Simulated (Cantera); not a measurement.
Cantera run, input and output.

```python
import numpy as np
import cantera as ct

gas = ct.Solution("gri30.yaml")
gas.TPX = 1150, 1300000, {'C3H8': 1, 'O2': 10.6, 'N2': 40, 'H2O': 5}
reactor = ct.IdealGasReactor(gas, energy="on", clone=False)
net = ct.ReactorNet([reactor])
net.rtol, net.atol = 1e-08, 1e-16
show = ['C3H8', 'O2', 'H2O', 'C2H', 'H', 'HCN', 'C2H2']
times = np.geomspace(2e-06, 2, 12)

steps = ct.SolutionArray(gas, extra=["t"])
rows = []
print(f"{'t/s':>10s}{'T/K':>9s}{'P/Pa':>11s}" + "".join(f"{s:>11s}" for s in show))
for t in times:
    while net.time < t:
        t_next = net.step()
        steps.append(gas.state, t=t_next)
    rows.append([np.interp(t, steps.t, y) for y in (steps.T, steps.P, *steps(*show).X.T)])
    print(f"{t:10.3e}{rows[-1][0]:9.1f}{rows[-1][1]:11.4g}" + "".join(f"{x:11.3e}" for x in rows[-1][2:]))
rate = np.gradient(steps.T, steps.t)
print("integrator steps:", len(steps.t))
if steps.T.max() > steps.T[0] + 200:
    print(f"time of steepest temperature rise: {steps.t[rate.argmax()]:.4e} s")
gas.TPX = 1150, 1300000, {'C3H8': 1, 'O2': 10.6, 'N2': 40, 'H2O': 5}
gas.equilibrate("UV")
print(f"equilibrium (UV): T = {gas.T:.1f} K  " + "  ".join(f"{s} {gas[s].X[0]:.3e}" for s in show))
```

Result:

```
       t/s      T/K       P/Pa       C3H8         O2        H2O        C2H          H        HCN       C2H2
 2.000e-06   1150.0    1.3e+06  1.767e-02  1.873e-01  8.834e-02  8.963e-28  3.604e-11  8.078e-25  3.261e-16
 7.022e-06   1150.0    1.3e+06  1.767e-02  1.873e-01  8.834e-02  7.688e-26  4.681e-11  1.060e-23  8.165e-15
 2.466e-05   1150.0    1.3e+06  1.767e-02  1.873e-01  8.834e-02  1.457e-23  1.218e-10  1.591e-22  3.426e-13
 8.658e-05   1150.0    1.3e+06  1.766e-02  1.873e-01  8.834e-02  8.243e-21  7.508e-10  5.066e-21  3.489e-11
 3.040e-04   1150.1    1.3e+06  1.757e-02  1.872e-01  8.837e-02  1.500e-18  1.828e-09  1.799e-19  2.918e-09
 1.067e-03   1151.0  1.302e+06  1.713e-02  1.869e-01  8.856e-02  8.318e-17  4.192e-09  2.173e-18  8.733e-08
 3.748e-03   2294.6  2.643e+06 -2.876e-51  9.617e-02  1.542e-01  1.185e-27  2.581e-05  2.099e-13  1.979e-25
 1.316e-02   2285.2  2.632e+06  2.796e-53  9.436e-02  1.543e-01  8.941e-28  2.411e-05  2.326e-13  1.565e-25
 4.620e-02   2273.9  2.619e+06  1.585e-53  9.220e-02  1.544e-01  6.165e-28  2.220e-05  2.316e-13  1.134e-25
 1.622e-01   2272.2  2.617e+06  1.281e-53  9.187e-02  1.544e-01  5.817e-28  2.192e-05  2.299e-13  1.078e-25
 5.696e-01   2272.2  2.617e+06  1.254e-53  9.187e-02  1.544e-01  5.817e-28  2.192e-05  2.299e-13  1.078e-25
 2.000e+00   2272.2  2.617e+06  1.254e-53  9.187e-02  1.544e-01  5.817e-28  2.192e-05  2.299e-13  1.078e-25
integrator steps: 2223
time of steepest temperature rise: 2.7308e-03 s
equilibrium (UV): T = 2272.2 K  C3H8 2.251e-53  O2 9.187e-02  H2O 1.544e-01  C2H 6.680e-28  H 2.192e-05  HCN 2.299e-13  C2H2 1.286e-25
```

Detailed kinetics in Cantera: GRI-Mech 3.0 (53 species, 325 reactions). GRI-Mech 3.0 was tuned for natural gas; its chemistry of propane as a main component is partial and can be far from experiment. The pressure lies above the range GRI-Mech 3.0 was tuned for (to about 10 atm).
